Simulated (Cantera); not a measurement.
A perfectly stirred reactor is fed with CH4 : N2 = 1 : 34 (molar parts), at 1050 Torr; it is held at 1725 K, and followed from long to short residence time.

Model: GRI-Mech 3.0 (53 species, 325 reactions), integrated in Cantera. GRI-Mech 3.0 stops at C3 and has no aromatics, soot or wall deposition, so with more carbon than oxygen in the feed, carbon stays in small species such as C2H2 where larger ones or solid carbon would form.

x: mole fraction; the columns are a selection and need not sum to one.

```json
[
 {"τ (s)": "0.78", "x CH4": "0.00270", "x C2H": "6.07e-8", "x C2H2": "0.0125", "x H": "2.91e-5", "x H2": "0.0376", "x CH3": "4.19e-5"},
 {"τ (s)": "0.46", "x CH4": "0.00348", "x C2H": "5.88e-8", "x C2H2": "0.0121", "x H": "2.82e-5", "x H2": "0.0365", "x CH3": "5.39e-5"},
 {"τ (s)": "0.27", "x CH4": "0.00447", "x C2H": "5.64e-8", "x C2H2": "0.0116", "x H": "2.71e-5", "x H2": "0.0350", "x CH3": "6.91e-5"},
 {"τ (s)": "0.16", "x CH4": "0.00568", "x C2H": "5.36e-8", "x C2H2": "0.0110", "x H": "2.58e-5", "x H2": "0.0332", "x CH3": "8.77e-5"},
 {"τ (s)": "0.090", "x CH4": "0.00733", "x C2H": "4.99e-8", "x C2H2": "0.0102", "x H": "2.40e-5", "x H2": "0.0308", "x CH3": "0.000113"},
 {"τ (s)": "0.053", "x CH4": "0.00915", "x C2H": "4.58e-8", "x C2H2": "0.00923", "x H": "2.22e-5", "x H2": "0.0280", "x CH3": "0.000142"},
 {"τ (s)": "0.031", "x CH4": "0.0113", "x C2H": "4.10e-8", "x C2H2": "0.00811", "x H": "(withheld)", "x H2": "0.0248", "x CH3": "0.000176"},
 {"τ (s)": "0.018", "x CH4": "0.0137", "x C2H": "3.56e-8", "x C2H2": "0.00682", "x H": "(withheld)", "x H2": "0.0212", "x CH3": "0.000216"},
 {"τ (s)": "0.010", "x CH4": "0.0164", "x C2H": "2.92e-8", "x C2H2": "0.00531", "x H": "(withheld)", "x H2": "0.0170", "x CH3": "0.000263"},
 {"τ (s)": "0.0061", "x CH4": "0.0187", "x C2H": "2.33e-8", "x C2H2": "0.00401", "x H": "(withheld)", "x H2": "0.0134", "x CH3": "0.000304"},
 {"τ (s)": "0.0036", "x CH4": "0.0210", "x C2H": "1.69e-8", "x C2H2": "0.00267", "x H": "(withheld)", "x H2": "0.00978", "x CH3": "0.000346"}
]
```

Complete the blanks.


- 0.031, x H: 2.00e-5
- 0.018, x H: 1.76e-5
- 0.010, x H: 1.49e-5
- 0.0061, x H: 1.25e-5
- 0.0036, x H: 9.87e-6
